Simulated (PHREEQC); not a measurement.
Consider water at 35 °C with 190 mmol/kgw HF, 25 mmol/kgw NH4HF2 and 0.74 mmol/kgw H3PO4. Closed to the air; pH follows from the charge balance.

All values are PHREEQC results (ion-association model, wateq4f.dat), not measurements.

| Quantity | Result |
|---|---|
| pH | 2.33 |
| ionic strength | 0.0303 mol/kgw |
| total alkalinity | -216 meq/kg |

```
species  molality  activity   log γ
-------  --------  --------  ------
HF          0.134     0.135   0.003
H2F2       0.0327    0.0329   0.003
NH4+       0.0250    0.0212  -0.072
F-         0.0192    0.0162  -0.075
HF2-       0.0106   0.00895  -0.075
H+        0.00532   0.00464  -0.060
H2PO4-   0.000449  0.000383  -0.069
```

This is a speciation only: nothing precipitates in the calculation. Species that the database lacks are ignored. wateq4f.dat counts part of the HF as a dimer, H2F2, which phreeqc.dat doesn't know; its constant is uncertain. H3PO4, which wateq4f.dat lacks, is added to it with the constant of phreeqc.dat.
